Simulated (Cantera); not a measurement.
Ignition delay

Mixture: 4.33 % CH4, 15.2 % O2, 80.5 % N2, at 5.80 bar, adiabatic and at constant volume. Ignition delay is the time to a rise of 400 K.

Model: GRI-Mech 3.0 (53 species, 325 reactions), integrated in Cantera.

```tsv
T0 (K)	delay (ms)
1048	73.0
1148	17.1
1248	4.73
1348	1.48
1448	0.512
1548	0.196
1648	0.0832
1748	0.0394
```

```yaml
apparent activation energy between 1548 and 1748 K: 180 kJ/mol
```
